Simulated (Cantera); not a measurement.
An adiabatic, constant-pressure homogeneous reactor starts with CH4 : O2 : N2 : H2O = 1 : 1.05 : 8.74 : 0.35 (molar parts), equivalence ratio 1.9, at 1348 K and 760 Torr. Integrator tolerance rtol = 1e-08.

Cantera simulation using GRI-Mech 3.0 (53 species, 325 reactions); the numbers are that mechanism's predictions, not measurements.

Question: What does this change do: O2 1.05 to 1.6 parts?

Answer: 
| quantity | before | after |
|---|---|---|
| time of steepest temperature rise | 22.0 ms | 11.2 ms |
| temperature at 5.00 s | 2026 K | 2494 K |
| equilibrium temperature | 2026 K | 2494 K |
| x(CH4) at 5.00 s | 1.74e-11 (gas-phase equilibrium 2.01e-11) | <1e-12 (gas-phase equilibrium <1e-12) |
| x(O2) at 5.00 s | 1.61e-7 (gas-phase equilibrium 1.61e-7) | 0.00111 (gas-phase equilibrium 0.00111) |
| x(H2O) at 5.00 s | 0.104 (gas-phase equilibrium 0.104) | 0.161 (gas-phase equilibrium 0.161) |
| x(H2) at 5.00 s | 0.0904 (gas-phase equilibrium 0.0904) | 0.0279 (gas-phase equilibrium 0.0279) |
| x(NO) at 5.00 s | 6.95e-6 (gas-phase equilibrium 6.93e-6) | 0.00158 (gas-phase equilibrium 0.00158) |
